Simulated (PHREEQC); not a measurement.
NaOH is added in steps, without added water, to 1 kg of water holding 7.2 mmol/kgw CO2, at 4.5 °C. The system is closed to CO2. Solids allowed: Nahcolite, Natron, Trona. Others were left out.

Base run: PHREEQC, Pitzer model, pitzer.dat. Each further column changes one thing. The table gives CO3-2 (mol/kgw).

| NaOH added (mol) | base | database phreeqc.dat, Davies equation for every ion | database phreeqc.dat, metal-ligand complexes left out | database phreeqc.dat | database wateq4f.dat |
|---|---|---|---|---|---|
| 0 | 2.77e-11 | 2.83e-11 | 2.83e-11 | 2.83e-11 | 2.83e-11 |
| 0.003438 | 3.40e-7 | 3.23e-7 | 3.23e-7 | 3.22e-7 | 3.22e-7 |
| 0.007562 | 0.000375 | 0.000362 | [?] | 0.000362 | 0.000362 |
| 0.011 | 0.00375 | 0.00360 | [?] | 0.00359 | 0.00359 |
| 0.01444 | 0.00666 | 0.00634 | [?] | 0.00632 | 0.00633 |
| 0.01856 | 0.00712 | 0.00671 | 0.00712 | 0.00669 | 0.00670 |
| 0.022 | 0.00716 | 0.00668 | [?] | 0.00667 | 0.00667 |

Problem. What belongs in the gaps?

Solution. 
- 0.007562, database phreeqc.dat, metal-ligand complexes left out: 0.000373
- 0.011, database phreeqc.dat, metal-ligand complexes left out: 0.00374
- 0.01444, database phreeqc.dat, metal-ligand complexes left out: 0.00664
- 0.022, database phreeqc.dat, metal-ligand complexes left out: 0.00715

Constants without temperature data keep their 25 °C values here. pitzer.dat has no redox and few complexes: it carries them in its interaction parameters. phreeqc.dat and wateq4f.dat share most of their constants, so their agreement is no independent check. Solids allowed in the column 'database wateq4f.dat': Nahcolite, Natron.
